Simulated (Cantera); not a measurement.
## Low-pressure radical oxidation in H2/O2

An isothermal, constant-pressure homogeneous reactor starts with 5.45 % H₂, 62.6 % O₂, 31.9 % N₂, equivalence ratio 0.043, at 1398 K and 0.0263 atm.

Cantera simulation using GRI-Mech 3.0 (53 species, 325 reactions); the numbers are that mechanism's predictions, not measurements. Radical loss at walls, strong at low pressure, is not modelled. The temperature is held fixed by assumption; the heat of reaction is taken as removed at once.

| t (s) | x H₂ | x O₂ | x NO | x H | x N₂O | x OH | x H₂O₂ |
|---|---|---|---|---|---|---|---|
| 5.00e-6 | 0.0545 | 0.626 | <1e-12 | 6.74e-9 | <1e-12 | 1.08e-9 | <1e-12 |
| 2.73e-5 | 0.0545 | 0.626 | <1e-12 | 2.87e-8 | <1e-12 | 2.10e-8 | 2.27e-11 |
| 0.000150 | 0.0545 | 0.626 | <1e-12 | 6.35e-7 | <1e-12 | 8.46e-7 | 6.32e-10 |
| 0.000818 | 0.00332 | 0.586 | 1.99e-8 | 0.0103 | 1.45e-9 | 0.00763 | 1.51e-7 |
| 0.00447 | 0.00118 | 0.588 | 3.76e-7 | 0.00695 | 8.94e-9 | 0.00558 | 1.03e-7 |
| 0.0245 | 0.000558 | 0.603 | 1.05e-6 | 0.00208 | 1.21e-8 | 0.00388 | 8.65e-8 |
| 0.134 | 5.86e-5 | 0.614 | 1.24e-6 | 6.75e-5 | 2.06e-8 | 0.00127 | 3.31e-8 |
| 0.731 | 3.33e-6 | 0.616 | 1.27e-6 | 9.10e-7 | 2.47e-8 | 0.000304 | 5.86e-9 |
| 4.00 | 3.44e-7 | 0.616 | 1.27e-6 | 3.04e-8 | 1.47e-8 | 9.79e-5 | 1.13e-9 |
x: mole fraction; the columns are a selection and need not sum to one.

Equilibrium at this temperature and pressure: H₂ 1.93e-7, O₂ 0.615, NO 0.000795, H 1.28e-8, N₂O 5.32e-9, OH 7.33e-5, H₂O₂ 7.91e-10 (gas phase only).
